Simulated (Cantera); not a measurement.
Gas mixture: 29.5 % N2, 70.5 % N2O, at 0.0168 atm, frozen composition.

Cantera's kinetic-theory transport with the Lennard-Jones parameters of GRI-Mech 3.0, ideal gas; thermal conductivity in the multicomponent form. The composition is frozen, though it would react at the higher temperatures.

D: mixture-averaged diffusion coefficient of that species in the mixture.

```json
[
 {"T (K)": "400", "ρ (kg/m³)": "0.0201", "cp (J/kg/K)": "986.4", "μ (µPa s)": "20.2", "λ (mW/m/K)": "?", "Pr": "0.729", "D (cm²/s) OH": "26.1", "D (cm²/s) O": "26.7", "D (cm²/s) H": "105"},
 {"T (K)": "550", "ρ (kg/m³)": "0.0146", "cp (J/kg/K)": "1072", "μ (µPa s)": "26.1", "λ (mW/m/K)": "?", "Pr": "0.733", "D (cm²/s) OH": "45.4", "D (cm²/s) O": "46.4", "D (cm²/s) H": "184"},
 {"T (K)": "700", "ρ (kg/m³)": "0.0115", "cp (J/kg/K)": "1139", "μ (µPa s)": "31.4", "λ (mW/m/K)": "?", "Pr": "0.734", "D (cm²/s) OH": "68.6", "D (cm²/s) O": "70.1", "D (cm²/s) H": "280"},
 {"T (K)": "850", "ρ (kg/m³)": "0.00945", "cp (J/kg/K)": "1194", "μ (µPa s)": "36.1", "λ (mW/m/K)": "?", "Pr": "0.734", "D (cm²/s) OH": "95.2", "D (cm²/s) O": "97.3", "D (cm²/s) H": "391"},
 {"T (K)": "1000", "ρ (kg/m³)": "0.00803", "cp (J/kg/K)": "1237", "μ (µPa s)": "40.5", "λ (mW/m/K)": "?", "Pr": "0.734", "D (cm²/s) OH": "125", "D (cm²/s) O": "128", "D (cm²/s) H": "516"},
 {"T (K)": "1150", "ρ (kg/m³)": "0.00698", "cp (J/kg/K)": "1266", "μ (µPa s)": "44.6", "λ (mW/m/K)": "?", "Pr": "0.733", "D (cm²/s) OH": "158", "D (cm²/s) O": "162", "D (cm²/s) H": "653"},
 {"T (K)": "1300", "ρ (kg/m³)": "0.00618", "cp (J/kg/K)": "1292", "μ (µPa s)": "48.5", "λ (mW/m/K)": "?", "Pr": "0.732", "D (cm²/s) OH": "194", "D (cm²/s) O": "198", "D (cm²/s) H": "802"},
 {"T (K)": "1450", "ρ (kg/m³)": "0.00554", "cp (J/kg/K)": "1314", "μ (µPa s)": "52.2", "λ (mW/m/K)": "?", "Pr": "0.731", "D (cm²/s) OH": "233", "D (cm²/s) O": "238", "D (cm²/s) H": "963"},
 {"T (K)": "1600", "ρ (kg/m³)": "0.00502", "cp (J/kg/K)": "1332", "μ (µPa s)": "55.7", "λ (mW/m/K)": "?", "Pr": "0.731", "D (cm²/s) OH": "274", "D (cm²/s) O": "280", "D (cm²/s) H": "1140"}
]
```

Question: Some entries are withheld; supply them.

Answer: 
- 400, λ (mW/m/K): 27.3
- 550, λ (mW/m/K): 38.2
- 700, λ (mW/m/K): 48.7
- 850, λ (mW/m/K): 58.7
- 1000, λ (mW/m/K): 68.3
- 1150, λ (mW/m/K): 77.1
- 1300, λ (mW/m/K): 85.5
- 1450, λ (mW/m/K): 93.7
- 1600, λ (mW/m/K): 102
